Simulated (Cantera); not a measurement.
Cantera run:

```python
import numpy as np
import cantera as ct

gas_names = [...]  # 140 gases of nasa_gas.yaml made of C, Fe, H, N, O
cond_names = """
    C(gr) C6H6(L) C7H8(L) C8H18(L),n-octa Fe(a) Fe(c) Fe(d) Fe(L) FeC5O5(L) FeO(s) FeO(L) Fe(OH)2(s)
    Fe(OH)3(s) Fe2O3(s) Fe3O4(s) H2O(s) H2O(L)
""".split()


# ... load() reads the species with a 1 bar reference pressure and builds the phases ...
atoms = {
    'Fe2O3': {'Fe': 2, 'O': 3},
    'CO': {'C': 1, 'O': 1},
    'N2': {'N': 2},
    'CH4': {'C': 1, 'H': 4},
}
top_T = {'C(gr)': 4500, 'Fe2O3(s)': 1830, 'Fe3O4(s)': 1870}  # K; cautious upper limits of use, not melting points


# ... equilibrate(T, P, feed) seeds the gas with the atoms and calls Mixture.equilibrate('TP', solver="gibbs", rtol=1e-10, max_steps=50000) ...
results = []
feed = {'Fe2O3': 1, 'CO': 3.1, 'N2': 0.13, 'CH4': 0.73}  # mol
P = 100000  # Pa
for T in [1100, 1200, 1300, 1400, 1500, 1600, 1700, 1800, 1900]:
    mix = equilibrate(T, P, feed)
    results.append((T, P, feed, dict(zip(mix.species_names, mix.species_moles))))

top = {s: max(r[3][s] / sum(r[3][g] for g in gas_names) for r in results) for s in gas_names}
cols = sorted((s for s in top if top[s] > 0.0001), key=lambda s: -top[s])[:9]
seen = [c for c in cond_names if any(r[3].get(c, 0) > 1e-12 for r in results)]
print("log10 of partial pressures in bar; condensed amounts in mol")
print(f"{'T/K':>10s}" + "".join(f"{s[:9]:>10s}" for s in cols + seen))
for T, P, feed, n in results:
    ng = sum(n[g] for g in gas_names)
    print(f"{T:10.4g}" + "".join(f"{np.log10(max(n[s] / ng * P / 1e5, 1e-99)):10.3f}" for s in cols)
          + "".join(f"{n.get(c, 0):10.4g}" for c in seen))
```

Result:

```
log10 of partial pressures in bar; condensed amounts in mol
       T/K        CO        H2       CO2       H2O        N2       CH4         H        Fe     Fe(a)     Fe(c)     Fe(d)     Fe(L)    FeO(s)    FeO(L)
      1100    -0.238    -0.659    -0.890    -1.305    -1.620    -3.404    -7.917   -11.899    0.6947         0         0         0     1.305         0
      1200    -0.231    -0.676    -0.926    -1.233    -1.620    -4.412    -7.043   -10.304         0    0.6895         0         0      1.31         0
      1300    -0.225    -0.693    -0.955    -1.177    -1.620    -5.271    -6.303    -8.962         0    0.6909         0         0     1.309         0
      1400    -0.220    -0.708    -0.982    -1.134    -1.620    -6.004    -5.667    -7.815         0    0.6926         0         0     1.307         0
      1500    -0.216    -0.722    -1.007    -1.100    -1.620    -6.636    -5.115    -6.824         0     0.694         0         0     1.306         0
      1600    -0.212    -0.733    -1.029    -1.073    -1.620    -7.186    -4.631    -5.960         0     0.695         0         0     1.305         0
      1700    -0.207    -0.737    -1.069    -1.066    -1.620    -7.628    -4.200    -5.201         0         0    0.6582         0         0     1.342
      1800    -0.200    -0.733    -1.123    -1.074    -1.620    -7.983    -3.812    -4.531         0         0    0.5945         0         0     1.405
      1900    -0.196    -0.735    -1.156    -1.070    -1.620    -8.330    -3.468    -3.953         0         0         0    0.5695         0      1.43
```

These are equilibrium values from Cantera (NASA tables, ideal gas, pure condensed phases), not measurements of a reactor. Each liquid is taken as pure. Mutual solubility and eutectic melting of coexisting phases are not modelled. The tables' stoichiometric FeO is somewhat more stable than real wüstite, so its field is too wide. FeO: taken at fixed stoichiometry.
